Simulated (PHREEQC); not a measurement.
0.29 g of hydrous ferric oxide (600 m²/g; 0.2 weak and 0.005 strong sites per Fe, Dzombak-Morel constants, diffuse double layer) in 1 kg of water with 0.1 mol/kgw of an inert sodium salt and 2.2e-06 mol BaCl2, at 25 °C; the pH is set by adding NaOH or the inert anion's acid. O2 is buffered at 0.21 atm. The system is closed to CO2. Nothing may precipitate in this run.

Equilibrium calculation in PHREEQC: ion-association model, wateq4f.dat.

| pH | Ba sorbed (%) | surface charge σ (C/m²) | surface potential ψ (mV) |
|---|---|---|---|
| 4 | 0.0 | 0.321 | 147 |
| 4.5 | 0.0 | 0.273 | 138 |
| 5 | 0.0 | 0.215 | 126 |
| 5.5 | 0.0 | 0.159 | … |
| 6 | 0.1 | 0.111 | 93 |
| 6.5 | 0.4 | 0.074 | 74 |
| 7 | 2.2 | 0.045 | 52 |
| 7.5 | 11.8 | 0.022 | 29 |
| 8 | 45.2 | 0.004 | 6 |
| 8.5 | 83.4 | -0.014 | … |
| 9 | … | … | -42 |
| 9.5 | … | -0.059 | -64 |
| 10 | 99.9 | -0.093 | … |
| 10.5 | 100.0 | … | -103 |
| 11 | 100.0 | -0.188 | -119 |
| 11.5 | 100.0 | … | -132 |
| 12 | 100.0 | -0.304 | -141 |

What belongs in the gaps?


- 5.5, surface potential ψ (mV): 111
- 8.5, surface potential ψ (mV): -18
- 9, Ba sorbed (%): 96.8
- 9, surface charge σ (C/m²): -0.034
- 9.5, Ba sorbed (%): 99.4
- 10, surface potential ψ (mV): -85
- 10.5, surface charge σ (C/m²): -0.136
- 11.5, surface charge σ (C/m²): -0.248
